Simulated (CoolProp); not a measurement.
p-xylene along the isotherm 620 K: Z from the reference equation and from simpler models built on Tc = 616.2 K, pc = 3.532 MPa, ω = 0.324; each cubic takes its own stable root.

Values from CoolProp's reference Helmholtz-energy equation of state, Zhou 2012.

```csv
p (MPa),phase,reference
0.407,gas,0.9563
0.815,gas,0.9105
1.22,gas,0.8625
1.63,gas,0.8103
2.04,gas,0.7532
2.44,gas,0.6907
2.85,gas,0.6155
3.26,gas,0.5190
3.67,supercritical,0.3276
4.07,supercritical,0.2066
4.48,supercritical,0.2127
4.89,supercritical,0.2232
5.3,supercritical,0.2352
```

Task: How far does each simpler model (Redlich-Kwong, Peng-Robinson) lie from the reference over these 13 states: mean and median of the absolute difference, and the worst?

Result: 
- Redlich-Kwong: mean 10.2 %, median 3.6 %, worst +29.2 % at 620 K and 4.07 MPa
- Peng-Robinson: mean 5.7 %, median 1.0 %, worst +19.7 % at 620 K and 4.07 MPa
